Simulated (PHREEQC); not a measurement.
Make-up at 20 °C: 28 mmol/kgw BaCl2 and 0.00066 mmol/kgw H4SiO4. Closed to the air; pH follows from the charge balance.

Computed with PHREEQC (ion-association model, phreeqc.dat).

This is a speciation only: nothing precipitates in the calculation.

**Question.** What specific conductance, density does the model give?

**Answer.** specific conductance 5460 µS/cm; density 1.003 g/cm³.
